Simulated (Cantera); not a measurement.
Charge: 1 mol Si2H6, 3.3 mol NO, equilibrated at 1330 Pa.

Equilibrium computed with Cantera from the NASA thermochemical tables; the gas is ideal and each condensed phase is pure. Candidate condensed phases: H2O, Si, SiO2, Si2N2O, Si3N4; 35 gas species. The feed counts by its element totals alone. Rates play no part. All values below are at 652 °C.

Base state: H2 0.679, N2 0.321, H2O 1.09e-5 (mole fractions); condensed: SiO2(β-quartz) + Si2N2O(s).

Question: What changes in the equilibrium state with this change: NO from 3.3 to 0.61 mol?

Answer: 
```tsv
species	before	after
H2	0.679	1.00
H2O	1.09e-5	<1e-9
N2	0.321	<1e-9
SiO2(β-quartz), mol	1.53	0.152
Si2N2O(s), mol	0.233	0.305
Si(s), mol	0	1.24
```
